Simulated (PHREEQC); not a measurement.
Make-up at 25 °C: 0.01 mol/kgw CuCl2, 0.058 mol/kgw HCl and 3.9e-05 mol/kgw H3BO3. Closed to the air; pH follows from the charge balance.

All values are PHREEQC results (ion-association model, phreeqc.dat), not measurements.

Precipitation was switched off in this run.

Problem. Predict the pH.

Solution. pH 1.32.

Problem. In which forms is Cl present?

Solution. Cl- 99 %, CuCl+ 1.0 % of the Cl.
